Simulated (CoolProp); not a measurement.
Values from CoolProp's reference Helmholtz-energy equation of state, Schroeder 2014.

Q: For ethanol, give the phase and the Z, cp (kJ/(kg K)), expansivity (1/kK), viscosity (µPa s) at 620 K and 10.4 MPa; 620 K and 17.4 MPa; 620 K and 24.4 MPa.

A: 
- 620 K and 10.4 MPa: supercritical; Z 0.757, cp 3.63, expansivity 4.97, viscosity 23.8
- 620 K and 17.4 MPa: supercritical; Z 0.591, cp 4.78, expansivity 7.55, viscosity 37.4
- 620 K and 24.4 MPa: supercritical; Z 0.598, cp 4.56, expansivity 5.11, viscosity 50.6

Viscosity comes from a separate model (Kiselev 2005).
